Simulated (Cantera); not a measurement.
**Adiabatic ignition**

An adiabatic, constant-pressure homogeneous reactor starts with CH4 : O2 : N2 : H2O : H2 = 1 : 2.78 : 10.4 : 2.5 : 0.1 (molar parts), at 1325 K and 0.197 atm.

Model: GRI-Mech 3.0 (53 species, 325 reactions), integrated in Cantera.

```json
[
 {"t (s)": "2.00e-6", "T (K)": "1325", "x CH4": "0.0596", "x O2": "0.166", "x H2O": "0.149", "x HCN": "<1e-12", "x HO2": "1.83e-9", "x OH": "8.90e-11", "x CH2CO": "<1e-12"},
 {"t (s)": "4.55e-6", "T (K)": "1325", "x CH4": "0.0596", "x O2": "0.166", "x H2O": "0.149", "x HCN": "<1e-12", "x HO2": "4.16e-9", "x OH": "2.28e-10", "x CH2CO": "<1e-12"},
 {"t (s)": "1.04e-5", "T (K)": "1325", "x CH4": "0.0596", "x O2": "0.166", "x H2O": "0.149", "x HCN": "<1e-12", "x HO2": "9.47e-9", "x OH": "4.98e-10", "x CH2CO": "<1e-12"},
 {"t (s)": "2.36e-5", "T (K)": "1325", "x CH4": "0.0596", "x O2": "0.166", "x H2O": "0.149", "x HCN": "<1e-12", "x HO2": "2.15e-8", "x OH": "7.81e-10", "x CH2CO": "<1e-12"},
 {"t (s)": "5.37e-5", "T (K)": "1325", "x CH4": "0.0596", "x O2": "0.166", "x H2O": "0.149", "x HCN": "<1e-12", "x HO2": "4.87e-8", "x OH": "1.05e-9", "x CH2CO": "<1e-12"},
 {"t (s)": "0.000122", "T (K)": "1325", "x CH4": "0.0596", "x O2": "0.166", "x H2O": "0.149", "x HCN": "<1e-12", "x HO2": "1.09e-7", "x OH": "1.68e-9", "x CH2CO": "<1e-12"},
 {"t (s)": "0.000278", "T (K)": "1325", "x CH4": "0.0596", "x O2": "0.166", "x H2O": "0.149", "x HCN": "<1e-12", "x HO2": "2.39e-7", "x OH": "3.41e-9", "x CH2CO": "<1e-12"},
 {"t (s)": "0.000632", "T (K)": "1325", "x CH4": "0.0596", "x O2": "0.166", "x H2O": "0.149", "x HCN": "<1e-12", "x HO2": "5.01e-7", "x OH": "8.94e-9", "x CH2CO": "<1e-12"},
 {"t (s)": "0.00144", "T (K)": "1325", "x CH4": "0.0596", "x O2": "0.166", "x H2O": "0.149", "x HCN": "<1e-12", "x HO2": "9.20e-7", "x OH": "3.34e-8", "x CH2CO": "<1e-12"},
 {"t (s)": "0.00328", "T (K)": "1325", "x CH4": "0.0595", "x O2": "0.166", "x H2O": "0.149", "x HCN": "<1e-12", "x HO2": "1.16e-6", "x OH": "2.21e-7", "x CH2CO": "2.23e-10"},
 {"t (s)": "0.00746", "T (K)": "1329", "x CH4": "0.0587", "x O2": "0.165", "x H2O": "0.150", "x HCN": "<1e-12", "x HO2": "4.44e-6", "x OH": "1.05e-6", "x CH2CO": "2.62e-7"},
 {"t (s)": "0.0170", "T (K)": "2114", "x CH4": "<1e-12", "x O2": "0.0516", "x H2O": "0.236", "x HCN": "<1e-12", "x HO2": "2.85e-6", "x OH": "0.0183", "x CH2CO": "<1e-12"},
 {"t (s)": "0.0386", "T (K)": "2338", "x CH4": "<1e-12", "x O2": "0.0456", "x H2O": "0.256", "x HCN": "1.62e-12", "x HO2": "3.11e-6", "x OH": "0.0138", "x CH2CO": "<1e-12"},
 {"t (s)": "0.0879", "T (K)": "2336", "x CH4": "<1e-12", "x O2": "0.0448", "x H2O": "0.256", "x HCN": "2.90e-12", "x HO2": "3.05e-6", "x OH": "0.0136", "x CH2CO": "<1e-12"},
 {"t (s)": "0.200", "T (K)": "2333", "x CH4": "<1e-12", "x O2": "0.0437", "x H2O": "0.256", "x HCN": "4.61e-12", "x HO2": "2.96e-6", "x OH": "0.0134", "x CH2CO": "<1e-12"}
]
```
x: mole fraction; the columns are a selection and need not sum to one.

- time of steepest temperature rise: 16.0 ms
- temperature at 0.200 s: 2333 K
- equilibrium temperature: 2331 K
- x(CH4) at 0.200 s: <1e-12 (gas-phase equilibrium <1e-12)
- x(O2) at 0.200 s: 0.0437 (gas-phase equilibrium 0.0429)
- x(H2O) at 0.200 s: 0.256 (gas-phase equilibrium 0.257)
